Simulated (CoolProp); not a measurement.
Vapour-liquid equilibrium of ethanol (1) + isohexane (2) at 1.25 MPa; x and y are mole fractions of (1).

Computed with CoolProp (multi-fluid Helmholtz-energy mixture model, Schroeder 2014 and Lemmon 2006; pair parameters Bell 2016).

| x | bubble temperature, mixture model (°C) | bubble temperature, Raoult's law (°C) | y, mixture model | y, Raoult's law |
|---|---|---|---|---|
| 0.05 | 161.4 | 167.4 | 0.121 | 0.060 |
| 0.2 | 150.8 | 165.8 | 0.335 | 0.231 |
| 0.35 | 147.2 | 164.3 | 0.441 | 0.390 |
| 0.5 | 146.3 | 163.1 | 0.510 | 0.541 |
| 0.65 | 146.8 | 162.0 | 0.577 | 0.685 |
| 0.8 | 149.3 | 160.9 | 0.677 | 0.823 |
| 0.95 | 156.0 | 160.0 | 0.885 | 0.957 |

The largest gap from Raoult's law is -17.1 K in bubble temperature, at x = 0.35. y crosses x between x = 0.5 and 0.65: the model has an azeotrope there.

The pair parameters rest on a limited set of measurements; away from them the model extrapolates.
